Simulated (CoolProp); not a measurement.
R407C along the isobar 6.34 MPa: density (kg/m³) from the reference equation and from simpler models built on Tc = 86.2 °C, pc = 4.632 MPa, ω = 0.363; each cubic takes its own stable root.

Computed with CoolProp (reference Helmholtz-energy equation of state, Lemmon 2003). It is a pseudo-pure fit of the blend.

```
T (°C)          phase  reference
------  -------------  ---------
63.85          liquid      993.0
81.95          liquid      865.1
100.05  supercritical      593.2
118.15  supercritical      322.1
136.35  supercritical      251.5
154.45  supercritical      215.9
172.55  supercritical      192.7
190.65  supercritical      175.9
208.75  supercritical      162.8
226.85  supercritical      152.2
```

Q: How far does each simpler model (van der Waals, Redlich-Kwong, Soave-Redlich-Kwong, Peng-Robinson) lie from the reference over these 10 states: mean and median of the absolute difference, and the worst?

A: 
- van der Waals: mean 14.5 %, median 8.4 %, worst -36.7 % at 63.85 °C and 6.34 MPa
- Redlich-Kwong: mean 7.1 %, median 3.5 %, worst -18.9 % at 81.95 °C and 6.34 MPa
- Soave-Redlich-Kwong: mean 9.2 %, median 6.2 %, worst -19.6 % at 100.05 °C and 6.34 MPa
- Peng-Robinson: mean 3.8 %, median 1.8 %, worst -13.5 % at 100.05 °C and 6.34 MPa
